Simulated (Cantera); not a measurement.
An isothermal, constant-pressure homogeneous reactor starts with 1.19 % H2, 98.8 % O2, equivalence ratio 0.0060, at 1275 K and 0.0132 atm.

Cantera simulation using the H2/O2 subset of GRI-Mech 3.0, which has no nitrogen chemistry; the numbers are that mechanism's predictions, not measurements. Radical loss at walls, strong at low pressure, is not modelled.

x: mole fraction; the columns are a selection and need not sum to one.

```tsv
t (s)	x H2	x O2	x H2O2	x OH	x H2O
2.00e-6	0.0119	0.988	<1e-12	2.61e-12	<1e-12
5.52e-6	0.0119	0.988	<1e-12	1.91e-11	<1e-12
1.53e-5	0.0119	0.988	<1e-12	1.31e-10	2.83e-12
4.21e-5	0.0119	0.988	<1e-12	7.69e-10	4.86e-11
0.000116	0.0119	0.988	<1e-12	3.55e-9	6.77e-10
0.000321	0.0119	0.988	3.69e-12	[?]	[?]
0.000887	0.0119	0.988	2.72e-11	[?]	[?]
0.00245	0.0118	0.988	2.01e-10	8.29e-6	1.23e-5
0.00676	0.000523	0.978	4.24e-8	0.00183	0.0100
0.0187	5.50e-5	0.978	1.86e-8	0.00113	0.0110
0.0516	4.77e-5	0.979	1.82e-8	0.00105	0.0111
0.142	3.36e-5	0.982	1.70e-8	0.000883	0.0113
0.393	1.58e-5	0.985	1.40e-8	0.000607	0.0116
1.09	4.49e-6	0.987	8.61e-9	0.000325	0.0118
3.00	9.02e-7	0.988	3.58e-9	0.000146	0.0119
```

Question: Complete the blanks.

Answer: 
- 0.000321, x OH: 1.50e-8
- 0.000321, x H2O: 7.99e-9
- 0.000887, x OH: 1.09e-7
- 0.000887, x H2O: 1.24e-7
